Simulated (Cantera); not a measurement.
Cantera run:

```python
import numpy as np
import cantera as ct

gas_names = [...]  # 151 gases of nasa_gas.yaml made of C, H, N, O, Si
cond_names = """
    C(gr) C6H6(L) C7H8(L) C8H18(L),n-octa H2O(s) H2O(L) Si(cr) Si(L) SiC(b) SiO2(Lqz) SiO2(hqz) SiO2(L)
    Si2N2O(s) Si3N4(a)
""".split()


# ... load() reads the species with a 1 bar reference pressure and builds the phases ...
atoms = {
    'SiC': {'Si': 1, 'C': 1},
    'H2O': {'H': 2, 'O': 1},
    'N2': {'N': 2},
}
top_T = {'C(gr)': 4500, 'SiC(b)': 3050, 'Si2N2O(s)': 2100, 'Si3N4(a)': 2400}  # K; cautious upper limits of use, not melting points


# ... equilibrate(T, P, feed) seeds the gas with the atoms and calls Mixture.equilibrate('TP', solver="vcs", rtol=1e-11, max_steps=5000) ...
results = []
feed = {'SiC': 1, 'H2O': 0.22, 'N2': 940}  # mol
T = 1875  # K
P = 480000  # Pa
mix = equilibrate(T, P, feed)
results.append((T, P, feed, dict(zip(mix.species_names, mix.species_moles))))
x = sorted(zip(gas.X, gas.species_names), reverse=True)
print(f"T = {T:g} K  P = {P:g} Pa  gas = {mix.phase_moles(0):.4g} mol")
print("   x: " + "  ".join(f"{s} {v:.3e}" for v, s in x if v > 1e-05))
print("   condensed (mol): " + ("  ".join(f"{mix.phase(i).name} {mix.phase_moles(i):.4g}"
      for i in range(1, mix.n_phases) if mix.phase_moles(i) > 1e-12) or "none"))
```

Result:

```
T = 1875 K  P = 480000 Pa  gas = 939.8 mol
   x: N2 9.995e-01  CO 2.325e-04  H2 1.723e-04  HCN 1.144e-04
   condensed (mol): C(gr) 0.668  Si3N4(a) 0.3328
```

Cantera equilibrium calculation (NASA polynomials, part measured and part estimated; ideal gas, pure solids and liquids).
